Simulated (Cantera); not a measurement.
C2F6 + CH4 + HCl (fluorocarbon and chlorocarbon gases)

Feed: 1 mol C2F6, 0.17 mol CH4, 0.081 mol HCl, equilibrated at 7.50 Torr.

Method: chemical equilibrium by Gibbs-energy minimisation in Cantera with the NASA 1993 tables (ideal gas, pure condensed phases). Candidate condensed phases: C, C6H6, C7H8, C8H18; 118 gas species. The feed counts by its element totals alone. Gases not in the tables: C2F6 and larger saturated fluorocarbons. Rates play no part.

From 923 K to 1373 K the condensed part is C(graphite). The main C-bearing gas is CF4 throughout.

```csv
T (K),x CF4,x HF,x HCl,x Cl,n C(graphite)
923,0.635,0.327,0.0368,2.48e-5,0.841
973,0.634,0.328,0.0355,7.84e-5,0.841
1023,0.633,0.330,0.0337,0.000217,0.842
1073,0.632,0.332,0.0314,0.000530,0.843
1123,0.630,0.334,0.0286,0.00116,0.844
1173,0.629,0.337,0.0254,0.00231,0.846
1223,0.627,0.340,0.0221,0.00419,0.847
1273,0.624,0.342,0.0187,0.00697,0.849
1323,0.622,0.345,0.0153,0.0107,0.851
1373,0.619,0.347,0.0121,0.0152,0.853
```
x: gas mole fraction; n: condensed amount in mol.
